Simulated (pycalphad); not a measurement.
Source of the numbers: pycalphad with the COST 507 light-alloy database (1999); pressure 1 atm. The database dates from 1999; later assessments differ in places, in temperatures and in the compounds included. Phase fractions are per mole of atoms. Kinetics are ignored, which matters at the lower temperatures.

Q: Give the equilibrium state of Mg-2.93Si-0.39Al (at.%) at 370 K.

A: hcp, fraction 0.912, with <0.01 Si, 0.43 Al at.%; MG2SI, fraction 0.088, with 33.3 Si, no Al at.%.

Q: Give the equilibrium state of Mg-2.93Si-0.39Al (at.%) at 930 K.

A: liquid, fraction 0.958, with 1.6 Si, 0.41 Al at.%; MG2SI, fraction 0.042, with 33.3 Si, no Al at.%.

Database names, with the compositions (at.%) that they take in these runs: MG2SI: Mg 67 Si 33. An entry "none" or "no" means that the model of the phase leaves that element out.
